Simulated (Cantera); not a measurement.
Charge: 1 mol PbS, 150 mol H2, at 1575 K and 750 Torr.

Equilibrium computed with Cantera from the NASA thermochemical tables; the gas is ideal and each condensed phase is pure. Candidate condensed phases: Pb, PbS, S; 10 gas species. Kinetics and transport are ignored.

What is the equilibrium state?


```
Item                                  Value
--------------------------------  ---------
x(H2)                                 0.988
x(Pb)                               0.00513
x(H2S)                              0.00508
x(PbS)                              0.00149
x(SH)                               4.28e-5
x(H)                                4.13e-5
x(S2)                               4.01e-6
gas amount                        151.0 mol
log10 activity of Pb(l) (absent)      -0.98
log10 activity of S(l) (absent)       -3.98
```
